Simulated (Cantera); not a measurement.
An adiabatic, constant-volume homogeneous reactor starts with H2 : O2 : N2 = 1 : 1.16 : 4.37 (molar parts), equivalence ratio 0.43, at 1673 K and 0.444 atm. Integrator tolerance rtol = 1e-08.

Model: GRI-Mech 3.0 (53 species, 325 reactions), integrated in Cantera.

**Question.** What does this change do: constant pressure in place of constant volume?

**Answer.** 
| quantity | before | after |
|---|---|---|
| time of steepest temperature rise | 19.5 µs | 19.6 µs |
| temperature at 0.600 s | 2632 K | 2519 K |
| equilibrium temperature | 2632 K | 2519 K |
| x(H2) at 0.600 s | 0.00635 (gas-phase equilibrium 0.00635) | 0.00470 (gas-phase equilibrium 0.00470) |
| x(O2) at 0.600 s | 0.0920 (gas-phase equilibrium 0.0920) | 0.0951 (gas-phase equilibrium 0.0951) |
| x(N2O) at 0.600 s | 7.71e-7 (gas-phase equilibrium 7.71e-7) | 5.37e-7 (gas-phase equilibrium 5.37e-7) |
| x(NO2) at 0.600 s | 7.56e-6 (gas-phase equilibrium 7.56e-6) | 5.98e-6 (gas-phase equilibrium 5.98e-6) |
| x(HO2) at 0.600 s | 1.15e-5 (gas-phase equilibrium 1.15e-5) | 8.26e-6 (gas-phase equilibrium 8.26e-6) |
| x(H) at 0.600 s | 0.00429 (gas-phase equilibrium 0.00429) | 0.00281 (gas-phase equilibrium 0.00281) |

**Question.** What does this change do: pressure from 0.444 atm to 5.03 atm?

**Answer.** 
| quantity | before | after |
|---|---|---|
| time of steepest temperature rise | 19.5 µs | 1.80 µs |
| temperature at 0.600 s | 2632 K | 2748 K |
| equilibrium temperature | 2632 K | 2748 K |
| x(H2) at 0.600 s | 0.00635 (gas-phase equilibrium 0.00635) | 0.00318 (gas-phase equilibrium 0.00318) |
| x(O2) at 0.600 s | 0.0920 (gas-phase equilibrium 0.0920) | 0.0927 (gas-phase equilibrium 0.0927) |
| x(N2O) at 0.600 s | 7.71e-7 (gas-phase equilibrium 7.71e-7) | 3.19e-6 (gas-phase equilibrium 3.19e-6) |
| x(NO2) at 0.600 s | 7.56e-6 (gas-phase equilibrium 7.56e-6) | 2.81e-5 (gas-phase equilibrium 2.81e-5) |
| x(HO2) at 0.600 s | 1.15e-5 (gas-phase equilibrium 1.15e-5) | 2.86e-5 (gas-phase equilibrium 2.86e-5) |
| x(H) at 0.600 s | 0.00429 (gas-phase equilibrium 0.00429) | 0.00138 (gas-phase equilibrium 0.00138) |
The hydrogen kinetics of GRI-Mech 3.0 are dated; newer H2 mechanisms differ, most at raised pressure.
